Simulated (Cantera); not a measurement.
**Equilibrium for oxide etching and cleaning by halides: CaO + Cl2 + O2**

A closed system holds: 1 mol CaO, 3.9 mol Cl2, 1 mol O2, held at 13.3 mbar.

Equilibrium computed with Cantera from the NASA thermochemical tables; the gas is ideal and each condensed phase is pure. Candidate condensed phases: Ca, CaCl2, CaO; 11 gas species. Condensed phases not in the tables: oxide chlorides. Kinetics and transport are ignored.

From 552 °C to 752 °C the condensed part is CaCl2(s). From 777 °C to 877 °C the condensed part is CaCl2(l).

```json
[
 {"T (°C)": "552", "log p Cl2": "-2.06", "log p O2": "-2.34", "log p Cl": "-5.81", "log p CaCl2": "-11.14", "log p ClO": "-7.94", "n CaCl2(s)": "1.00", "n CaCl2(l)": "0"},
 {"T (°C)": "577", "log p Cl2": "-2.06", "log p O2": "-2.34", "log p Cl": "-5.58", "log p CaCl2": "-10.55", "log p ClO": "-7.75", "n CaCl2(s)": "1.00", "n CaCl2(l)": "0"},
 {"T (°C)": "602", "log p Cl2": "-2.06", "log p O2": "-2.34", "log p Cl": "-5.36", "log p CaCl2": "-10.00", "log p ClO": "-7.58", "n CaCl2(s)": "1.00", "n CaCl2(l)": "0"},
 {"T (°C)": "627", "log p Cl2": "-2.06", "log p O2": "-2.34", "log p Cl": "-5.16", "log p CaCl2": "-9.48", "log p ClO": "-7.41", "n CaCl2(s)": "1.00", "n CaCl2(l)": "0"},
 {"T (°C)": "652", "log p Cl2": "-2.06", "log p O2": "-2.34", "log p Cl": "-4.96", "log p CaCl2": "-8.98", "log p ClO": "-7.25", "n CaCl2(s)": "1.00", "n CaCl2(l)": "0"},
 {"T (°C)": "677", "log p Cl2": "-2.06", "log p O2": "-2.34", "log p Cl": "-4.78", "log p CaCl2": "-8.52", "log p ClO": "-7.10", "n CaCl2(s)": "1.000", "n CaCl2(l)": "0"},
 {"T (°C)": "702", "log p Cl2": "-2.06", "log p O2": "-2.34", "log p Cl": "-4.61", "log p CaCl2": "-8.08", "log p ClO": "-6.95", "n CaCl2(s)": "1.000", "n CaCl2(l)": "0"},
 {"T (°C)": "727", "log p Cl2": "-2.06", "log p O2": "-2.34", "log p Cl": "-4.44", "log p CaCl2": "-7.66", "log p ClO": "-6.82", "n CaCl2(s)": "1.000", "n CaCl2(l)": "0"},
 {"T (°C)": "752", "log p Cl2": "-2.06", "log p O2": "-2.34", "log p Cl": "-4.28", "log p CaCl2": "-7.26", "log p ClO": "-6.69", "n CaCl2(s)": "1.000", "n CaCl2(l)": "0"},
 {"T (°C)": "777", "log p Cl2": "-2.06", "log p O2": "-2.34", "log p Cl": "-4.13", "log p CaCl2": "-6.89", "log p ClO": "-6.57", "n CaCl2(s)": "0", "n CaCl2(l)": "1.000"},
 {"T (°C)": "802", "log p Cl2": "-2.06", "log p O2": "-2.34", "log p Cl": "-3.99", "log p CaCl2": "-6.57", "log p ClO": "-6.45", "n CaCl2(s)": "0", "n CaCl2(l)": "1.000"},
 {"T (°C)": "827", "log p Cl2": "-2.06", "log p O2": "-2.34", "log p Cl": "-3.85", "log p CaCl2": "-6.26", "log p ClO": "-6.34", "n CaCl2(s)": "0", "n CaCl2(l)": "1.000"},
 {"T (°C)": "852", "log p Cl2": "-2.06", "log p O2": "-2.35", "log p Cl": "-3.72", "log p CaCl2": "-5.96", "log p ClO": "-6.23", "n CaCl2(s)": "0", "n CaCl2(l)": "1.000"},
 {"T (°C)": "877", "log p Cl2": "-2.07", "log p O2": "-2.35", "log p Cl": "-3.60", "log p CaCl2": "-5.68", "log p ClO": "-6.13", "n CaCl2(s)": "0", "n CaCl2(l)": "0.999"}
]
```
log p: log10 of the partial pressure in bar; n: condensed amount in mol.
